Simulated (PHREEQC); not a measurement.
A solution holds 120 mmol/kgw MgCl2, 1.7 mmol/kgw NaHCO3 and 57 mmol/kgw NaCl, at 25 °C. Closed to the air; pH follows from the charge balance.

Model: ion-association model, wateq4f.dat, run in PHREEQC.

No solid was allowed to form.

Question: Order these C species by the share of C that they hold, largest first: MgHCO3+, HCO3-, CO2, NaHCO3, MgCO3.

Answer: HCO3- (65 %), MgHCO3+ (29 %), CO2 (2.9 %), MgCO3 (2.2 %), NaHCO3 (0.97 %)

The pH is 7.51 and the ionic strength 0.418 mol/kgw. Examples of supersaturated solids here: Magnesite (slow to form). Others may be too. Species that the database lacks are ignored.
